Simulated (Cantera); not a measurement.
Cantera run:

```python
import numpy as np
import cantera as ct

gas_names = """
    H HNO HNO2 HNO3 HO2 H2 H2O H2O2 N NH NH2 NH3 NH2OH NO NO2 NO3 N2 N2H2 N2H4 N2O O OH O2 O3 Si SiH
    SiH2 SiH3 SiH4 SiN SiO SiO2 Si2 Si2N Si3
""".split()
cond_names = """
    H2O(s) H2O(L) Si(cr) Si(L) SiO2(Lqz) SiO2(hqz) SiO2(L) Si2N2O(s) Si3N4(a)
""".split()


def load(file, names, dense=False):
    # The tables refer to 1 bar. Condensed volumes are neglected.
    table = {s.name: s for s in ct.Species.list_from_file(file)}
    out = []
    for n in names:
        d = dict(table[n].input_data)
        d["thermo"] = dict(d["thermo"], **{"reference-pressure": 1e5})
        if dense:
            d["equation-of-state"] = {"model": "constant-volume", "density": "1e6 g/cm^3"}
        out.append(ct.Species.from_dict(d))
    return out


gas = ct.Solution(thermo="ideal-gas", species=load("nasa_gas.yaml", gas_names))
cond = {s.name: ct.Solution(thermo="fixed-stoichiometry", species=[s], name=s.name)
        for s in load("nasa_condensed.yaml", cond_names, dense=True)}
atoms = {
    'Si': {'Si': 1},
    'H2O': {'H': 2, 'O': 1},
    'N2': {'N': 2},
}
top_T = {'Si2N2O(s)': 2100, 'Si3N4(a)': 2400}  # K; cautious upper limits of use, not melting points


def equilibrate(T, P, feed):
    n = {}
    for name, mol in feed.items():
        for a, k in atoms[name].items():
            n[a] = n.get(a, 0.0) + k * mol
    gas.TPX = T, P, n
    mass = sum(n.values()) * gas.mean_molecular_weight
    gas.equilibrate("TP")
    valid = [c for c in cond.values() if c.min_temp <= T <= top_T.get(c.name, c.max_temp)]
    mix = ct.Mixture([(gas, mass / gas.mean_molecular_weight)] + [(c, 0.0) for c in valid])
    mix.T, mix.P = T, P
    mix.equilibrate("TP", solver="vcs", rtol=1e-11, max_steps=5000)
    return mix


results = []
feed = {'Si': 1, 'H2O': 0.0038, 'N2': 97}  # mol
P = 1000  # Pa
for T in [1075, 1150, 1225, 1300, 1375, 1450, 1525, 1600, 1675, 1750, 1825, 1900, 1975]:
    mix = equilibrate(T, P, feed)
    results.append((T, P, feed, dict(zip(mix.species_names, mix.species_moles))))
    x = sorted(zip(gas.X, gas.species_names), reverse=True)
    print(f"T = {T:g} K  P = {P:g} Pa  gas = {mix.phase_moles(0):.4g} mol")
    print("   x: " + "  ".join(f"{s} {v:.3e}" for v, s in x if v > 0.0001))
    print("   condensed (mol): " + ("  ".join(f"{mix.phase(i).name} {mix.phase_moles(i):.4g}"
          for i in range(1, mix.n_phases) if mix.phase_moles(i) > 1e-12) or "none"))
```

It prints:

```
T = 1075 K  P = 1000 Pa  gas = 96.34 mol
   x: N2 1.000e+00
   condensed (mol): Si2N2O(s) 0.0038  Si3N4(a) 0.3308
T = 1150 K  P = 1000 Pa  gas = 96.34 mol
   x: N2 1.000e+00
   condensed (mol): Si2N2O(s) 0.0038  Si3N4(a) 0.3308
T = 1225 K  P = 1000 Pa  gas = 96.34 mol
   x: N2 1.000e+00
   condensed (mol): Si2N2O(s) 0.0038  Si3N4(a) 0.3308
T = 1300 K  P = 1000 Pa  gas = 96.34 mol
   x: N2 1.000e+00
   condensed (mol): Si2N2O(s) 0.003799  Si3N4(a) 0.3308
T = 1375 K  P = 1000 Pa  gas = 96.34 mol
   x: N2 1.000e+00
   condensed (mol): Si2N2O(s) 0.003779  Si3N4(a) 0.3308
T = 1450 K  P = 1000 Pa  gas = 96.34 mol
   x: N2 1.000e+00
   condensed (mol): Si2N2O(s) 0.003517  Si3N4(a) 0.3309
T = 1525 K  P = 1000 Pa  gas = 96.34 mol
   x: N2 9.999e-01
   condensed (mol): Si2N2O(s) 0.0008085  Si3N4(a) 0.3318
T = 1600 K  P = 1000 Pa  gas = 96.34 mol
   x: N2 9.999e-01
   condensed (mol): Si3N4(a) 0.332
T = 1675 K  P = 1000 Pa  gas = 96.35 mol
   x: N2 9.999e-01
   condensed (mol): Si3N4(a) 0.3317
T = 1750 K  P = 1000 Pa  gas = 96.36 mol
   x: N2 9.998e-01
   condensed (mol): Si3N4(a) 0.3292
T = 1825 K  P = 1000 Pa  gas = 97.06 mol
   x: N2 9.994e-01  Si 4.548e-04
   condensed (mol): Si(L) 0.9438
T = 1900 K  P = 1000 Pa  gas = 97.14 mol
   x: N2 9.985e-01  Si 1.261e-03
   condensed (mol): Si(L) 0.8551
T = 1975 K  P = 1000 Pa  gas = 97.34 mol
   x: N2 9.964e-01  Si 3.232e-03  Si2N 1.200e-04
   condensed (mol): Si(L) 0.6413
```

Equilibrium computed with Cantera from the NASA thermochemical tables; the gas is ideal and each condensed phase is pure. N2 is the only nitrogen source here; it is nearly inert below about 1500 K, so the nitride shown seldom forms there in practice. Mutual solubility and eutectic melting of coexisting phases are not modelled. The tables' values for SiN are old estimates; treat these amounts as uncertain.
